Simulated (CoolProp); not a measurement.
Vapour-liquid equilibrium of n-hexane (1) + dimethyl carbonate (2) at 1.11 MPa; x and y are mole fractions of (1).

The numbers come from the multi-fluid Helmholtz-energy mixture model, Thol 2019 and Zhou 2011; pair parameters Bell 2016 in CoolProp.

| x | bubble temperature (°C) | y at the bubble point | dew temperature at overall composition x (°C) | liquid density (mol/L) |
|---|---|---|---|---|
| 0.05 | 183.6 | 0.125 | 187.1 | 8.851 |
| 0.125 | 177.5 | 0.259 | 183.7 | 8.545 |
| 0.2 | 173.3 | 0.351 | 180.2 | 8.229 |
| 0.275 | 170.5 | 0.420 | 176.8 | 7.917 |
| 0.35 | 168.4 | 0.475 | 173.4 | 7.616 |
| 0.425 | 167.0 | 0.522 | 170.3 | 7.331 |
| 0.5 | 166.0 | 0.567 | 167.6 | 7.064 |
| 0.575 | 165.3 | 0.611 | 165.8 | 6.817 |
| 0.65 | 165.0 | 0.657 | 165.0 | 6.587 |
| 0.725 | 165.1 | 0.709 | 165.2 | 6.375 |
| 0.8 | 165.7 | 0.769 | 166.1 | 6.177 |
| 0.875 | 166.9 | 0.840 | 167.6 | 5.988 |
| 0.95 | 168.9 | 0.929 | 169.5 | 5.806 |

y crosses x between x = 0.65 and 0.725: the model has an azeotrope there.

Pair parameters are fitted to limited data, so mixtures are less certain than the pure fluids.
